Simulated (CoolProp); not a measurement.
Values from CoolProp's reference Helmholtz-energy equation of state, Lemmon 2006. It is a short technical equation, of lower accuracy than the large ones.

### Question
For C2F6 (R116), give the phase and the speed of sound (m/s), Joule-Thomson coefficient (K/MPa), Prandtl number at 151.85 °C and 0.0224 MPa; 151.85 °C and 0.707 MPa.

### Answer
- 151.85 °C and 0.0224 MPa: gas; speed of sound 165, Joule-Thomson coefficient 3.25, Prandtl number 0.742
- 151.85 °C and 0.707 MPa: gas; speed of sound 163, Joule-Thomson coefficient 3.28, Prandtl number 0.765

Viscosity comes from a separate model (Huber 2003), an estimate that may be off by 10 % or more. Thermal conductivity comes from a separate model (Huber 2003), an estimate that may be off by 10 % or more.
